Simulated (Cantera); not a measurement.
**Carbothermic reduction: Fe3O4 + CO**

A closed system holds: 1 mol Fe3O4, 8.2 mol CO, held at 0.380 bar.

Method: chemical equilibrium by Gibbs-energy minimisation in Cantera with the NASA 1993 tables (ideal gas, pure condensed phases). Candidate condensed phases: C, Fe, Fe(CO)5, FeO, Fe2O3, Fe3O4; 15 gas species. Mutual solubility and eutectic melting of coexisting phases are not modelled. The tables' stoichiometric FeO is somewhat more stable than real wüstite, so its field is too wide. FeO: taken at fixed stoichiometry. Rates play no part.

| T (°C) | x CO | x CO2 | x Fe | n Fe(α) | n FeO(s) | n Fe(γ) |
|---|---|---|---|---|---|---|
| 775 | 0.808 | 0.192 | <1e-12 | 0.575 | 2.43 | 0 |
| 825 | 0.817 | 0.183 | 3.06e-12 | 0.499 | 2.50 | 0 |
| 875 | 0.825 | 0.175 | 2.10e-11 | 0.435 | 2.57 | 0 |
| 925 | 0.832 | 0.168 | 1.22e-10 | 0 | 2.62 | 0.379 |
| 975 | 0.838 | 0.162 | 6.13e-10 | 0 | 2.67 | 0.331 |
| 1025 | 0.843 | 0.157 | 2.71e-9 | 0 | 2.71 | 0.287 |
| 1075 | 0.848 | 0.152 | 1.07e-8 | 0 | 2.75 | 0.247 |
| 1125 | 0.852 | 0.148 | 3.84e-8 | 0 | 2.79 | 0.210 |
| 1175 | 0.857 | 0.143 | 1.25e-7 | 0 | 2.82 | 0.175 |
| 1225 | 0.861 | 0.139 | 3.78e-7 | 0 | 2.86 | 0.143 |
x: gas mole fraction; n: condensed amount in mol.

From 775 °C to 875 °C the condensed part is Fe(α) + FeO(s). From 925 °C to 1225 °C the condensed part is Fe(γ) + FeO(s).
